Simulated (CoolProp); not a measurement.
Properties of sulfur hexafluoride along the isobar 5340 kPa (Tc = 45.6 °C, pc = 3755 kPa, ω = 0.210).

Model: reference Helmholtz-energy equation of state, Guder 2009, in CoolProp.

```csv
T (°C),phase,cv (kJ/(kg K)),expansivity (1/kK)
11.35,liquid,0.6399,4.476
56.15,supercritical,0.7450,26.73
100.95,supercritical,0.7532,9.049
145.75,supercritical,0.7804,4.871
190.55,supercritical,0.8111,3.493
235.35,supercritical,0.8383,2.783
280.15,supercritical,0.8614,2.341
324.95,supercritical,0.8809,2.037
```
